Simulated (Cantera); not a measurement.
## Silicon oxide and oxynitride deposition: SiH2Cl2 + NO

A closed system holds: 1 mol SiH2Cl2, 3.2 mol NO, equilibrated at 100 Torr.

Equilibrium computed with Cantera from the NASA thermochemical tables; the gas is ideal and each condensed phase is pure. Candidate condensed phases: H2O, NH4Cl, Si, SiO2, Si2N2O, Si3N4; 47 gas species. The tables hold silica as quartz up to 1696 K and as liquid above; real silica turns to tridymite and cristobalite and melts near 1996 K. The numbers say what is thermodynamically allowed, not how fast it happens.

```json
[
 {"T (°C)": "625", "x HCl": "0.312", "x N2": "0.399", "x O2": "0.103", "x H2O": "0.0930", "x Cl2": "0.0930", "x Cl": "5.95e-5", "x NO": "4.47e-6", "n SiO2(β-quartz)": "1.00", "n SiO2(condensed)": "0"},
 {"T (°C)": "700", "x HCl": "0.342", "x N2": "0.395", "x O2": "0.110", "x H2O": "0.0764", "x Cl2": "0.0763", "x Cl": "0.000194", "x NO": "1.18e-5", "n SiO2(β-quartz)": "1.00", "n SiO2(condensed)": "0"},
 {"T (°C)": "775", "x HCl": "0.364", "x N2": "0.393", "x O2": "0.116", "x H2O": "0.0635", "x Cl2": "0.0633", "x Cl": "0.000531", "x NO": "2.71e-5", "n SiO2(β-quartz)": "1.00", "n SiO2(condensed)": "0"},
 {"T (°C)": "850", "x HCl": "0.381", "x N2": "0.391", "x O2": "0.120", "x H2O": "0.0537", "x Cl2": "0.0531", "x Cl": "0.00126", "x NO": "5.55e-5", "n SiO2(β-quartz)": "1.00", "n SiO2(condensed)": "0"},
 {"T (°C)": "925", "x HCl": "0.394", "x N2": "0.389", "x O2": "0.123", "x H2O": "0.0462", "x Cl2": "0.0448", "x Cl": "0.00268", "x NO": "0.000104", "n SiO2(β-quartz)": "1.00", "n SiO2(condensed)": "0"},
 {"T (°C)": "1000", "x HCl": "0.403", "x N2": "0.388", "x O2": "0.125", "x H2O": "0.0406", "x Cl2": "0.0380", "x Cl": "0.00518", "x NO": "0.000179", "n SiO2(β-quartz)": "1.00", "n SiO2(condensed)": "0"},
 {"T (°C)": "1075", "x HCl": "0.410", "x N2": "0.386", "x O2": "0.126", "x H2O": "0.0365", "x Cl2": "0.0319", "x Cl": "0.00918", "x NO": "0.000291", "n SiO2(β-quartz)": "1.00", "n SiO2(condensed)": "0"},
 {"T (°C)": "1150", "x HCl": "0.413", "x N2": "0.384", "x O2": "0.127", "x H2O": "0.0339", "x Cl2": "0.0264", "x Cl": "0.0151", "x NO": "0.000447", "n SiO2(β-quartz)": "1.00", "n SiO2(condensed)": "0"},
 {"T (°C)": "1225", "x HCl": "0.413", "x N2": "0.382", "x O2": "0.127", "x H2O": "0.0328", "x Cl2": "0.0212", "x Cl": "0.0230", "x NO": "0.000656", "n SiO2(β-quartz)": "1.00", "n SiO2(condensed)": "0"},
 {"T (°C)": "1300", "x HCl": "0.410", "x N2": "0.381", "x O2": "0.126", "x H2O": "0.0329", "x Cl2": "0.0165", "x Cl": "0.0329", "x NO": "0.000925", "n SiO2(β-quartz)": "1.00", "n SiO2(condensed)": "0"},
 {"T (°C)": "1375", "x HCl": "0.405", "x N2": "0.378", "x O2": "0.124", "x H2O": "0.0344", "x Cl2": "0.0124", "x Cl": "0.0442", "x NO": "0.00126", "n SiO2(β-quartz)": "1.00", "n SiO2(condensed)": "0"},
 {"T (°C)": "1450", "x HCl": "0.397", "x N2": "0.376", "x O2": "0.122", "x H2O": "0.0371", "x Cl2": "0.00905", "x Cl": "0.0564", "x NO": "0.00166", "n SiO2(β-quartz)": "0", "n SiO2(condensed)": "1.00"},
 {"T (°C)": "1525", "x HCl": "0.387", "x N2": "0.374", "x O2": "0.119", "x H2O": "0.0408", "x Cl2": "0.00650", "x Cl": "0.0691", "x NO": "0.00214", "n SiO2(β-quartz)": "0", "n SiO2(condensed)": "1.00"}
]
```
x: gas mole fraction; n: condensed amount in mol.

From 625 °C to 1375 °C the condensed part is SiO2(β-quartz). From 1450 °C to 1525 °C the condensed part is SiO2(condensed).
